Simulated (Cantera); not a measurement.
**Formation from one mole of I₂**

Cantera with NASA thermochemical tables; ideal gases at 1 bar, condensed phases pure. Values are per mole of reaction as written; species without (g) are pure solids or liquids, kept so even where they would boil at 1 bar.

0.6667 Al + I₂(g) ⇌ 0.6667 AlI₃(g)

```json
[
 {"T (K)": "300", "ΔH° (kJ)": "-191.3", "ΔS° (J/K)": "-30.5", "ΔG° (kJ)": "-182.1", "log10 K": "31.71"},
 {"T (K)": "425", "ΔH° (kJ)": "-191.5", "ΔS° (J/K)": "-31.0", "ΔG° (kJ)": "-178.3", "log10 K": "21.91"},
 {"T (K)": "475", "ΔH° (kJ)": "-191.6", "ΔS° (J/K)": "-31.2", "ΔG° (kJ)": "-176.7", "log10 K": "19.44"},
 {"T (K)": "525", "ΔH° (kJ)": "-191.6", "ΔS° (J/K)": "-31.4", "ΔG° (kJ)": "-175.2", "log10 K": "17.43"},
 {"T (K)": "575", "ΔH° (kJ)": "-191.7", "ΔS° (J/K)": "-31.5", "ΔG° (kJ)": "-173.6", "log10 K": "15.77"},
 {"T (K)": "625", "ΔH° (kJ)": "-191.8", "ΔS° (J/K)": "-31.7", "ΔG° (kJ)": "-172.0", "log10 K": "14.38"}
]
```

H₂(g) + I₂(g) ⇌ 2 HI(g)

| T (K) | ΔH° (kJ) | ΔS° (J/K) | ΔG° (kJ) | log10 K |
|---|---|---|---|---|
| 300 | -9.7 | 21.8 | -16.2 | 2.83 |
| 425 | -10.7 | 19.1 | -18.8 | 2.31 |
| 475 | -11.1 | 18.2 | -19.7 | 2.17 |
| 525 | -11.4 | 17.5 | -20.6 | 2.05 |
| 575 | -11.8 | 16.9 | -21.5 | 1.95 |
| 625 | -12.1 | 16.3 | -22.3 | 1.86 |

Mg + I₂(g) ⇌ MgI₂

```json
[
 {"T (K)": "300", "ΔH° (kJ)": "-429.3", "ΔS° (J/K)": "-163.4", "ΔG° (kJ)": "-380.3", "log10 K": "66.22"},
 {"T (K)": "425", "ΔH° (kJ)": "-427.6", "ΔS° (J/K)": "-158.5", "ΔG° (kJ)": "-360.2", "log10 K": "44.27"},
 {"T (K)": "475", "ΔH° (kJ)": "-426.8", "ΔS° (J/K)": "-156.8", "ΔG° (kJ)": "-352.3", "log10 K": "38.74"},
 {"T (K)": "525", "ΔH° (kJ)": "-426.0", "ΔS° (J/K)": "-155.1", "ΔG° (kJ)": "-344.5", "log10 K": "34.28"},
 {"T (K)": "575", "ΔH° (kJ)": "-425.1", "ΔS° (J/K)": "-153.6", "ΔG° (kJ)": "-336.8", "log10 K": "30.60"},
 {"T (K)": "625", "ΔH° (kJ)": "-424.3", "ΔS° (J/K)": "-152.2", "ΔG° (kJ)": "-329.2", "log10 K": "27.51"}
]
```

Pb + I₂(g) ⇌ PbI₂(g)

```json
[
 {"T (K)": "300", "ΔH° (kJ)": "-65.6", "ΔS° (J/K)": "34.0", "ΔG° (kJ)": "-75.8", "log10 K": "13.20", "condensed phases": "Pb(s)"},
 {"T (K)": "425", "ΔH° (kJ)": "-66.5", "ΔS° (J/K)": "31.7", "ΔG° (kJ)": "-79.9", "log10 K": "9.82", "condensed phases": "Pb(s)"},
 {"T (K)": "475", "ΔH° (kJ)": "-66.8", "ΔS° (J/K)": "30.8", "ΔG° (kJ)": "-81.5", "log10 K": "8.96", "condensed phases": "Pb(s)"},
 {"T (K)": "525", "ΔH° (kJ)": "-67.3", "ΔS° (J/K)": "30.0", "ΔG° (kJ)": "-83.0", "log10 K": "8.26", "condensed phases": "Pb(s)"},
 {"T (K)": "575", "ΔH° (kJ)": "-67.7", "ΔS° (J/K)": "29.2", "ΔG° (kJ)": "-84.5", "log10 K": "7.68", "condensed phases": "Pb(s)"},
 {"T (K)": "625", "ΔH° (kJ)": "-73.0", "ΔS° (J/K)": "20.4", "ΔG° (kJ)": "-85.7", "log10 K": "7.17", "condensed phases": "Pb(l)"}
]
```
